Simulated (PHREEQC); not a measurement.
Solution (25 °C): 0.01 mol H2SO4, 0.0071 mol FeSO4 and 0.0051 mol MnSO4 per kg of water. Closed to the air; pH follows from the charge balance.

Model: ion-association model, wateq4f.dat, run in PHREEQC.

Question: The ionic strength comes out as 0.0494 mol/kgw. What activity coefficients do Mn+2, Fe+2, SO4-2, FeHSO4+, HSO4- get?

Answer: Mn+2 0.48, Fe+2 0.48, SO4-2 0.46, FeHSO4+ 0.82, HSO4- 0.82.

No solid was allowed to form.
